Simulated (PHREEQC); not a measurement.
1 kg of water holding 0.11 mol KHCO3, 0.44 mol K2CO3, 0.016 mol KCl and 0.04 mol K2SO4 is evaporated at 5 °C; the solids stay in contact with the brine. No CO2 enters from the air. The run lets Arcanite, Kalicinite, Misenite, Sylvite precipitate or redissolve, and no other solid.

The series has 13 steps of water left (kg), from 1 to 0.09502.

Computed with PHREEQC (Pitzer model, pitzer.dat).

**Question.** Which solids form, in which order, and at which step of the series does each first stand?

**Answer.** Arcanite from water left = 0.3082 kg (pH 10.57).

Constants without temperature data keep their 25 °C values here.
